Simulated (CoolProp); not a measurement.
n-perfluorohexane along the isotherm 450 K: density (kg/m³) from the reference equation and from simpler models built on Tc = 448.0 K, pc = 1.742 MPa, ω = 0.497; each cubic takes its own stable root.

Computed with CoolProp (reference Helmholtz-energy equation of state, Gao 2022).

```tsv
p (MPa)	phase	reference	ideal gas	van der Waals	Redlich-Kwong	Soave-Redlich-Kwong
0.0275	gas	2.498	2.485	2.496	2.498	2.498
0.0627	gas	5.737	5.665	5.726	5.735	5.735
0.143	gas	13.30	12.92	13.25	13.29	13.29
0.325	gas	31.49	29.36	31.16	31.42	31.41
0.739	gas	[?]	66.77	77.73	79.38	79.30
1.68	gas	325.0	151.8	[?]	302.7	[?]
3.83	supercritical	1122	346.0	748.7	921.2	917.6
8.71	supercritical	1265	786.9	871.6	1113	1111
```

Problem. Some entries are withheld; supply them.

Solution. 
- 0.739, reference: 80.02
- 1.68, van der Waals: 283.0
- 1.68, Soave-Redlich-Kwong: 298.2
